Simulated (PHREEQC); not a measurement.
Na2CO3 is added in steps, without added water, to 1 kg of water holding 0.018 mol H2SO4, 0.0012 mol AlCl3 and 0.082 mol KCl, at 20 °C. Oxygen alone is held at its pressure in air (log pO2 = -0.68). No CO2 enters from the air. Only these solids could form: Al(OH)3(a), Basaluminite, Halite, Mirabilite, Nahcolite, Natron, AlumK.

Base run: PHREEQC, ion-association model, wateq4f.dat. Each further column changes one thing. The table gives pH.

```tsv
Na2CO3 added (mol)	base	database phreeqc.dat	Davies equation for every ion	Debye-Hückel limiting law	all activity coefficients set to 1
0	1.63	1.63	1.66	1.70	1.59
0.0069	1.86	1.86	1.88	1.92	1.83
0.0138	2.31	2.31	2.33	2.35	2.31
0.01725	3.07	3.06	3.08	3.10	3.09
0.02415	6.05	6.00	6.04	5.98	6.17
0.03105	6.71	6.66	6.70	6.64	6.83
0.03795	7.69	7.53	7.69	7.60	7.83
0.04485	8.99	8.91	8.99	8.79	9.17
0.05175	9.28	9.28	9.28	9.07	9.46
0.0552	9.39	9.39	9.39	9.16	9.57
0.0621	9.54	9.54	9.55	9.30	9.72
0.069	9.65	9.65	9.65	9.39	9.82
```

 phreeqc.dat and wateq4f.dat share most of their constants, so their agreement is no independent check. Solids allowed in the column 'database phreeqc.dat': Al(OH)3(a), Halite, Sylvite.
